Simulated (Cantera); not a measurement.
Input (Python, Cantera) and output of one run.

```python
import numpy as np
import cantera as ct

gas_names = """
    F FO FO2 F2 F2O H HF HOF HO2 H2 H2F2 H2O H2O2 H3F3 H4F4 H5F5 H6F6 H7F7 Mg MgF MgF2 MgH MgO MgOH
    MgO2H2 Mg2 Mg2F4 O OH O2 O3
""".split()
cond_names = """
    H2O(s) H2O(L) Mg(cr) Mg(L) MgF2(s) MgF2(L) MgO(s) MgO(L) MgO2H2(s)
""".split()


def load(file, names, dense=False):
    # The tables refer to 1 bar. Condensed volumes are neglected.
    table = {s.name: s for s in ct.Species.list_from_file(file)}
    out = []
    for n in names:
        d = dict(table[n].input_data)
        d["thermo"] = dict(d["thermo"], **{"reference-pressure": 1e5})
        if dense:
            d["equation-of-state"] = {"model": "constant-volume", "density": "1e6 g/cm^3"}
        out.append(ct.Species.from_dict(d))
    return out


gas = ct.Solution(thermo="ideal-gas", species=load("nasa_gas.yaml", gas_names))
cond = {s.name: ct.Solution(thermo="fixed-stoichiometry", species=[s], name=s.name)
        for s in load("nasa_condensed.yaml", cond_names, dense=True)}
atoms = {
    'MgO': {'Mg': 1, 'O': 1},
    'F2': {'F': 2},
    'H2': {'H': 2},
}
top_T = {}  # K; cautious upper limits of use, not melting points


def equilibrate(T, P, feed):
    n = {}
    for name, mol in feed.items():
        for a, k in atoms[name].items():
            n[a] = n.get(a, 0.0) + k * mol
    gas.TPX = T, P, n
    mass = sum(n.values()) * gas.mean_molecular_weight
    gas.equilibrate("TP")
    valid = [c for c in cond.values() if c.min_temp <= T <= top_T.get(c.name, c.max_temp)]
    mix = ct.Mixture([(gas, mass / gas.mean_molecular_weight)] + [(c, 0.0) for c in valid])
    mix.T, mix.P = T, P
    mix.equilibrate("TP", solver="vcs", rtol=1e-11, max_steps=5000)
    return mix


results = []
T = 750  # K
P = 72  # Pa
for m in [0.23, 0.35, 0.56, 0.88, 1.4, 2.2, 3.5, 5.4, 8.6, 14, 21]:
    feed = {'MgO': 1, 'F2': 0.83, 'H2': m}  # mol
    mix = equilibrate(T, P, feed)
    results.append((T, P, feed, dict(zip(mix.species_names, mix.species_moles))))

top = {s: max(r[3][s] / sum(r[3][g] for g in gas_names) for r in results) for s in gas_names}
cols = sorted((s for s in top if top[s] > 0.001), key=lambda s: -top[s])[:9]
seen = [c for c in cond_names if any(r[3].get(c, 0) > 1e-12 for r in results)]
print("log10 of partial pressures in bar; condensed amounts in mol")
print(f"{'n(H2)':>10s}" + "".join(f"{s[:9]:>10s}" for s in cols + seen))
for T, P, feed, n in results:
    ng = sum(n[g] for g in gas_names)
    print(f"{feed['H2']:10.4g}" + "".join(f"{np.log10(max(n[s] / ng * P / 1e5, 1e-99)):10.3f}" for s in cols)
          + "".join(f"{n.get(c, 0):10.4g}" for c in seen))
```

Output:

```
log10 of partial pressures in bar; condensed amounts in mol
     n(H2)        H2       H2O        O2        HF   MgF2(s)    MgO(s)
      0.23   -16.168    -3.506    -3.390    -6.070    0.8297    0.1703
      0.35   -15.961    -3.370    -3.534    -6.002    0.8296    0.1704
      0.56   -15.667    -3.237    -3.855    -5.936    0.8294    0.1706
      0.88    -4.389    -3.169   -26.275    -5.902    0.8292    0.1708
       1.4    -3.533    -3.371   -28.389    -6.003     0.829     0.171
       2.2    -3.349    -3.567   -29.151    -6.101    0.8288    0.1712
       3.5    -3.260    -3.769   -29.731    -6.202    0.8285    0.1715
       5.4    -3.215    -3.957   -30.198    -6.296    0.8281    0.1719
       8.6    -3.187    -4.159   -30.660    -6.397    0.8276    0.1724
        14    -3.169    -4.371   -31.119    -6.503    0.8269    0.1731
        21    -3.160    -4.548   -31.490    -6.591    0.8263    0.1737
```

Method: chemical equilibrium by Gibbs-energy minimisation in Cantera with the NASA 1993 tables (ideal gas, pure condensed phases).
